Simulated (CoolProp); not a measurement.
Vapour-liquid equilibrium of R143a (1) + R134a (2) at 197.1 K; x and y are mole fractions of (1).

The numbers come from the multi-fluid Helmholtz-energy mixture model, Lemmon and Jacobsen 2000 and Tillner-Roth 1994; pair parameters Lemmon 2004 in CoolProp.

| x | bubble pressure (MPa) | y at the bubble point | dew pressure at overall composition x (MPa) | liquid density (mol/L) |
|---|---|---|---|---|
| 0.05 | 0.005789 | [?] | 0.005243 | 14.88 |
| 0.15 | 0.007299 | 0.411 | 0.005685 | 14.88 |
| 0.25 | 0.008833 | 0.571 | 0.006210 | 14.87 |
| 0.35 | 0.01038 | 0.683 | 0.006842 | 14.87 |
| 0.45 | 0.01193 | 0.767 | 0.007620 | [?] |
| 0.55 | 0.01349 | 0.831 | 0.008599 | 14.85 |
| 0.65 | 0.01504 | 0.882 | [?] | 14.84 |
| 0.75 | 0.01658 | 0.923 | 0.01159 | 14.82 |
| 0.85 | [?] | 0.958 | 0.01403 | 14.81 |
| 0.95 | [?] | 0.987 | 0.01777 | 14.79 |

### Question
What belongs in the gaps?

### Answer

- 0.05, y at the bubble point: 0.171
- 0.45, liquid density (mol/L): 14.86
- 0.65, dew pressure at overall composition x (MPa): 0.009870
- 0.85, bubble pressure (MPa): 0.01813
- 0.95, bubble pressure (MPa): 0.01968

No azeotrope shows between x = 0.05 and 0.95.

Pair parameters are fitted to limited data, so mixtures are less certain than the pure fluids.
